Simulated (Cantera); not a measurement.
A perfectly stirred reactor is fed with CH₄ : O₂ : N₂ = 1 : 4.65 : 44.2 (molar parts), at 240 Torr; it is adiabatic with a 300 K inlet, and is followed from long to short residence time, starting on the burning branch (τ in s: 0.14, 0.044, 0.014, 0.0046, 0.0015, 0.00047, 0.00015, 4.9e-05, 1.6e-05).

Detailed kinetics in Cantera: GRI-Mech 3.0 (53 species, 325 reactions).

Task: What does this change do: 1.9 parts H2 added?

Result: 
| quantity | before | after |
|---|---|---|
| state | not burning at any residence time tried | not reached |
| x(CH₄) at τ = 0.140 s | 0.0201 | 0.000264 |
| x(O₂) at τ = 0.140 s | 0.0933 | 0.0353 |
| x(C₂H₆) at τ = 0.140 s | <1e-12 | 2.77e-7 |
| x(N₂O) at τ = 0.140 s | <1e-12 | 7.97e-8 |
| x(CH₂O) at τ = 0.140 s | <1e-12 | 1.06e-5 |
| x(CH₄) at τ = 1.50 ms | 0.0201 | 0.0193 |
| x(O₂) at τ = 1.50 ms | 0.0933 | 0.0899 |
| x(C₂H₆) at τ = 1.50 ms | <1e-12 | <1e-12 |
| x(N₂O) at τ = 1.50 ms | <1e-12 | <1e-12 |
| x(CH₂O) at τ = 1.50 ms | <1e-12 | <1e-12 |
| blow-out, bracketed by the residence times tried | not reached | burning at 0.140 s, out at 44.0 ms |
